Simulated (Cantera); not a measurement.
A closed system holds: 1 mol PbO, 0.14 mol H₂, 0.99 mol N₂, equilibrated at 3.10 bar.

These are equilibrium values from Cantera (NASA tables, ideal gas, pure condensed phases), not measurements of a reactor. Candidate condensed phases: H₂O, Pb, PbO, PbO₂, Pb₃O₄; 27 gas species. Each liquid is taken as pure. Mutual solubility and eutectic melting of coexisting phases are not modelled. Equilibrium is a limit: real reactors are often held back by kinetics, nucleation or transport.

**Question.** At 1200 K, list the 5 most abundant gas species with their mole fractions, and the condensed phases.

**Answer.** N₂ 0.876, H₂O 0.124, Pb 0.000207, H₂ 3.77e-5, PbO 2.20e-5. Condensed: Pb(l) + PbO(l).
